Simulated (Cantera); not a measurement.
Input (Python, Cantera):

```python
import numpy as np
import cantera as ct

gas = ct.Solution("h2o2.yaml")
gas.TPX = 350, 150000, {'H2': 1, 'O2': 0.595, 'N2': 2.24, 'H2O': 0.12}
inlet = ct.Reservoir(gas, clone=True)
gas.equilibrate("HP")  # start burning
reactor = ct.IdealGasConstPressureReactor(gas, energy="on", clone=False)
exhaust = ct.Reservoir(gas, clone=True)
tau = [0.08, 0.036, 0.016, 0.0074, 0.0033, 0.0015, 0.00068, 0.00031, 0.00014, 6.3e-05][0]
for a, b in ((inlet, reactor), (reactor, exhaust)):
    ct.MassFlowController(a, b, mdot=lambda t: reactor.mass / tau)
net = ct.ReactorNet([reactor])
show = ['H2', 'O2', 'H2O', 'H2O2', 'OH', 'HO2']

rows = []
print(f"{'tau/s':>10s}{'T/K':>9s}" + "".join(f"{s:>11s}" for s in show))
for tau in [0.08, 0.036, 0.016, 0.0074, 0.0033, 0.0015, 0.00068, 0.00031, 0.00014, 6.3e-05]:
    net.initial_time = 0.0
    net.advance(30 * tau)
    before = gas.X
    net.advance(40 * tau)
    drift = np.max(np.abs(gas.X - before) / (gas.X + 1e-9))
    rows.append([gas.T, *gas[show].X, drift])
    print(f"{tau:10.3e}{gas.T:9.1f}" + "".join(f"{x:11.3e}" for x in gas[show].X))
```

Output:

```
     tau/s      T/K         H2         O2        H2O       H2O2         OH        HO2
 8.000e-02   2203.5  2.156e-03  2.704e-02  3.184e-01  2.277e-07  5.221e-03  2.687e-06
 3.600e-02   2199.7  2.455e-03  2.710e-02  3.178e-01  2.347e-07  5.511e-03  2.839e-06
 1.600e-02   2192.1  3.075e-03  2.722e-02  3.167e-01  2.504e-07  6.071e-03  3.177e-06
 7.400e-03   2178.4  4.179e-03  2.748e-02  3.146e-01  2.802e-07  6.951e-03  3.846e-06
 3.300e-03   2154.0  6.145e-03  2.803e-02  3.111e-01  3.357e-07  8.253e-03  5.205e-06
 1.500e-03   2116.3  9.093e-03  2.899e-02  3.059e-01  4.219e-07  9.786e-03  7.578e-06
 6.800e-04   2060.6  1.317e-02  3.053e-02  2.985e-01  5.523e-07  1.134e-02  1.147e-05
 3.100e-04   1984.0  1.821e-02  3.274e-02  2.892e-01  7.589e-07  1.257e-02  1.733e-05
 1.400e-04   1882.9  2.400e-02  3.578e-02  2.777e-01  1.142e-06  1.309e-02  2.569e-05
 6.300e-05   1757.6  3.045e-02  3.988e-02  2.645e-01  1.951e-06  1.250e-02  3.713e-05
```

Detailed kinetics in Cantera: the H2/O2 subset of GRI-Mech 3.0, which has no nitrogen chemistry.
